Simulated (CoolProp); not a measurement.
Vapour-liquid equilibrium of ethanol (1) + n-heptane (2) at 434.2 K; x and y are mole fractions of (1).

Computed with CoolProp (multi-fluid Helmholtz-energy mixture model, Schroeder 2014 and Span 2003; pair parameters Bell 2016).

**Question.** Give the bubble pressure and the first vapour's composition at x = 0.05, 0.125, 0.35. Is there an azeotrope?

**Answer.** x = 0.05: 6.472 bar, y = 0.266; x = 0.125: 8.350 bar, y = 0.439; x = 0.35: 11.05 bar, y = 0.611. y crosses x between x = 0.875 and 0.95: the model has an azeotrope there.

Pair parameters are fitted to limited data, so mixtures are less certain than the pure fluids. With so large a gap from Raoult's law the liquid may split in two, which this calculation doesn't test in full.
